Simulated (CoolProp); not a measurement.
Saturation properties of n-undecane (Tc = 638.8 K, pc = 1990 kPa, ω = 0.539).

The numbers come from the reference Helmholtz-energy equation of state, Aleksandrov 2011 in CoolProp. It is a short technical equation, of lower accuracy than the large ones.

```json
[
 {"T (K)": "305.4", "p (kPa)": "0.09877", "vapour density (kg/m³)": "0.006083", "enthalpy of vaporisation (kJ/kg)": "356.8", "liquid cp (kJ/(kg K))": "2.238", "surface tension (mN/m)": "23.6"},
 {"T (K)": "308.7", "p (kPa)": "0.1248", "vapour density (kg/m³)": "0.007608", "enthalpy of vaporisation (kJ/kg)": "354.9", "liquid cp (kJ/(kg K))": "2.249", "surface tension (mN/m)": "23.3"},
 {"T (K)": "312", "p (kPa)": "0.1568", "vapour density (kg/m³)": "0.009458", "enthalpy of vaporisation (kJ/kg)": "353.1", "liquid cp (kJ/(kg K))": "2.261", "surface tension (mN/m)": "23.0"},
 {"T (K)": "315.2", "p (kPa)": "0.1946", "vapour density (kg/m³)": "0.01162", "enthalpy of vaporisation (kJ/kg)": "351.2", "liquid cp (kJ/(kg K))": "2.272", "surface tension (mN/m)": "22.7"},
 {"T (K)": "318.5", "p (kPa)": "0.2417", "vapour density (kg/m³)": "0.01428", "enthalpy of vaporisation (kJ/kg)": "349.4", "liquid cp (kJ/(kg K))": "2.283", "surface tension (mN/m)": "22.4"},
 {"T (K)": "321.8", "p (kPa)": "0.2985", "vapour density (kg/m³)": "0.01746", "enthalpy of vaporisation (kJ/kg)": "347.5", "liquid cp (kJ/(kg K))": "2.295", "surface tension (mN/m)": "22.0"},
 {"T (K)": "325.1", "p (kPa)": "0.3667", "vapour density (kg/m³)": "0.02123", "enthalpy of vaporisation (kJ/kg)": "345.7", "liquid cp (kJ/(kg K))": "2.307", "surface tension (mN/m)": "21.7"},
 {"T (K)": "328.3", "p (kPa)": "0.4455", "vapour density (kg/m³)": "0.02555", "enthalpy of vaporisation (kJ/kg)": "343.9", "liquid cp (kJ/(kg K))": "2.318", "surface tension (mN/m)": "21.5"},
 {"T (K)": "331.6", "p (kPa)": "0.5418", "vapour density (kg/m³)": "0.03077", "enthalpy of vaporisation (kJ/kg)": "342.1", "liquid cp (kJ/(kg K))": "2.330", "surface tension (mN/m)": "21.2"},
 {"T (K)": "334.9", "p (kPa)": "0.6558", "vapour density (kg/m³)": "0.03689", "enthalpy of vaporisation (kJ/kg)": "340.3", "liquid cp (kJ/(kg K))": "2.342", "surface tension (mN/m)": "20.9"},
 {"T (K)": "338.2", "p (kPa)": "0.7902", "vapour density (kg/m³)": "0.04403", "enthalpy of vaporisation (kJ/kg)": "338.5", "liquid cp (kJ/(kg K))": "2.354", "surface tension (mN/m)": "20.6"},
 {"T (K)": "341.5", "p (kPa)": "0.9477", "vapour density (kg/m³)": "0.05231", "enthalpy of vaporisation (kJ/kg)": "336.7", "liquid cp (kJ/(kg K))": "2.367", "surface tension (mN/m)": "20.3"},
 {"T (K)": "344.7", "p (kPa)": "1.126", "vapour density (kg/m³)": "0.06158", "enthalpy of vaporisation (kJ/kg)": "334.9", "liquid cp (kJ/(kg K))": "2.379", "surface tension (mN/m)": "20.0"},
 {"T (K)": "348", "p (kPa)": "1.339", "vapour density (kg/m³)": "0.07257", "enthalpy of vaporisation (kJ/kg)": "333.1", "liquid cp (kJ/(kg K))": "2.391", "surface tension (mN/m)": "19.7"},
 {"T (K)": "351.3", "p (kPa)": "1.586", "vapour density (kg/m³)": "0.08518", "enthalpy of vaporisation (kJ/kg)": "331.3", "liquid cp (kJ/(kg K))": "2.404", "surface tension (mN/m)": "19.4"}
]
```

It boils at 468.9 K under 1 atm.

Surface tension comes from a separate correlation (Mulero 2014).
